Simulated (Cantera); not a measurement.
What does this Cantera script print?

```python
import numpy as np
import cantera as ct

gas = ct.Solution("gri30.yaml")
gas.TPX = 325, 1000000, {'CH4': 1, 'C2H6': 0.16, 'C3H8': 0.32, 'O2': 4.29, 'N2': 16.1}
flame = ct.FreeFlame(gas, width=0.008)
flame.set_refine_criteria(ratio=3, slope=0.08, curve=0.16)
flame.transport_model = "mixture-averaged"
flame.solve(loglevel=0, auto=True)
z, T = flame.grid, flame.T
thick = (T[-1] - T[0]) / np.gradient(T, z).max()
show = ['CH4', 'C2H6', 'C3H8', 'O2', 'HCO', 'H2O2']
print(f"laminar burning velocity  {flame.velocity[0] * 100:.3f} cm/s")
print(f"burnt temperature         {T[-1]:.1f} K")
print(f"thermal thickness         {thick * 1e3:.4f} mm")
print(f"grid points               {len(z)}")
z0 = z[flame.heat_release_rate.argmax()]
print(f"{'z/mm':>9s}{'T/K':>9s}{'u/(m/s)':>9s}" + "".join(f"{s:>11s}" for s in show))
rows = []
for k in (-3, -2, -1.5, -1, -0.5, -0.25, 0, 0.25, 0.5, 1, 2, 4, 8):
    zz = z0 + k * thick
    rows.append([k * thick, np.interp(zz, z, T), np.interp(zz, z, flame.velocity),
                 *(np.interp(zz, z, flame.X[gas.species_index(s)]) for s in show)])
    print(f"{rows[-1][0] * 1e3:9.3f}{rows[-1][1]:9.1f}{rows[-1][2]:9.3f}" + "".join(f"{x:11.3e}" for x in rows[-1][3:]))
```

Output:

```
laminar burning velocity  21.248 cm/s
burnt temperature         2290.5 K
thermal thickness         0.0753 mm
grid points               140
     z/mm      T/K  u/(m/s)        CH4       C2H6       C3H8         O2        HCO       H2O2
   -0.226    325.3    0.213  4.569e-02  7.313e-03  1.463e-02  1.960e-01  4.280e-21  6.590e-08
   -0.151    328.6    0.215  4.554e-02  7.304e-03  1.461e-02  1.956e-01  9.301e-18  8.700e-07
   -0.113    343.3    0.225  4.502e-02  7.277e-03  1.458e-02  1.943e-01  2.751e-15  4.688e-06
   -0.075    445.1    0.294  4.200e-02  7.039e-03  1.431e-02  1.858e-01  2.897e-12  3.144e-05
   -0.038    950.8    0.639  2.817e-02  4.872e-03  1.013e-02  1.393e-01  4.919e-08  1.290e-04
   -0.019   1406.2    0.957  1.546e-02  2.131e-03  3.406e-03  9.309e-02  3.613e-06  6.792e-05
    0.000   1837.8    1.257  3.137e-03  8.800e-05  3.327e-05  4.626e-02  1.456e-05  3.653e-06
    0.019   2026.6    1.378  1.109e-04  6.178e-08  9.082e-10  2.463e-02  2.195e-06  1.174e-06
    0.038   2106.3    1.424  2.132e-06  2.294e-11  9.062e-15  1.792e-02  1.099e-07  8.444e-07
    0.075   2184.4    1.470  2.164e-09  9.712e-17  2.326e-22  1.325e-02  1.968e-08  5.613e-07
    0.151   2241.9    1.503  4.234e-13  1.794e-22  2.292e-31  1.013e-02  5.602e-09  3.553e-07
    0.301   2274.6    1.522  9.085e-15  4.579e-27  5.398e-38  8.285e-03  1.825e-09  2.451e-07
    0.603   2287.7    1.529  2.433e-16  3.648e-29  4.352e-40  7.516e-03  9.810e-10  2.051e-07
```

Cantera simulation using GRI-Mech 3.0 (53 species, 325 reactions); the numbers are that mechanism's predictions, not measurements. GRI-Mech 3.0 was tuned for natural gas; its chemistry of propane as a main component is partial and can be far from experiment. Burning velocities carry a grid error of a few per cent, more on coarse grids.
